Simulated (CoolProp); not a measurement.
Vapour-liquid equilibrium of hydrogen sulfide (1) + propane (2) at 95.1 kPa; x and y are mole fractions of (1).

Model: multi-fluid Helmholtz-energy mixture model, Lemmon 2006 and Lemmon 2009; pair parameters Kunz 2012, in CoolProp.

**Question.** Give the bubble temperature and the first vapour's composition at x = 0.45, 0.75, 0.95. Is there an azeotrope?

**Answer.** x = 0.45: 209.9 K, y = 0.713; x = 0.75: 209.3 K, y = 0.761; x = 0.95: 210.3 K, y = 0.896. y crosses x between x = 0.75 and 0.85: the model has an azeotrope there.

The pair parameters rest on a limited set of measurements; away from them the model extrapolates. With so large a gap from Raoult's law the liquid may split in two, which this calculation doesn't test in full.
